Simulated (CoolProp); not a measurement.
A simple Rankine cycle with n-heptane: condensing at 300.15 K, boiler at 1.17 MPa, turbine inlet 485.7 K, turbine efficiency 0.7, pump efficiency 0.8, no recuperator. Each further row changes one setting.

Computed with CoolProp (reference Helmholtz-energy equation of state, Span 2003). It is a short technical equation, of lower accuracy than the large ones.

```csv
case,thermal efficiency (%),net work (kJ/kg),heat in (kJ/kg),turbine exit temperature (K),volume ratio over the turbine
as stated,17.0,120,702,414.4,209
turbine inlet 505.7 K,16.8,127,759,436.7,196
condensing temperature 292.15 K,17.9,129,720,410.1,310
boiler pressure 0.819 MPa,16.1,116,720,423.9,130
turbine efficiency 0.6,14.6,102,702,422.3,213
```
